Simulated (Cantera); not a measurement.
# Adiabatic ignition

An adiabatic, constant-pressure homogeneous reactor starts with 17.4 % CH₄, 17.4 % O₂, 65.3 % N₂, equivalence ratio 2.0, at 1100 K and 0.987 atm.

Model: GRI-Mech 3.0 (53 species, 325 reactions), integrated in Cantera.

```csv
t (s),T (K),x CH₄,x O₂,x C₂H₄,x H₂,x HCO,x C₂H₂
2.00e-6,1100,0.174,0.174,<1e-12,<1e-12,<1e-12,<1e-12
7.27e-6,1100,0.174,0.174,<1e-12,2.81e-12,<1e-12,<1e-12
2.64e-5,1100,0.174,0.174,<1e-12,1.31e-11,<1e-12,<1e-12
9.59e-5,1100,0.174,0.174,<1e-12,7.37e-11,<1e-12,<1e-12
0.000348,1100,0.174,0.174,<1e-12,6.76e-10,<1e-12,<1e-12
0.00126,1100,0.174,0.174,4.42e-11,1.19e-8,<1e-12,<1e-12
0.00459,1100,0.174,0.174,5.32e-9,3.15e-7,<1e-12,<1e-12
0.0167,1100,0.174,0.174,9.89e-8,2.88e-6,3.76e-12,2.60e-12
0.0606,1101,0.173,0.173,9.87e-7,2.15e-5,2.46e-11,1.19e-10
0.220,1113,0.171,0.172,5.60e-5,0.000565,6.47e-10,4.04e-8
0.800,2189,6.28e-11,6.88e-7,<1e-12,0.166,6.69e-8,<1e-12
```
x: mole fraction; the columns are a selection and need not sum to one.

```yaml
time_of_steepest_temperature_rise: 0.306 s
temperature at 0.800 s: 2189 K
equilibrium_temperature: 2189 K
x(CH₄) at 0.800 s: 6.28e-11 (gas-phase equilibrium 7.16e-11)
x(O₂) at 0.800 s: 6.88e-7 (gas-phase equilibrium 6.88e-7)
x(C₂H₄) at 0.800 s: <1e-12 (gas-phase equilibrium <1e-12)
```
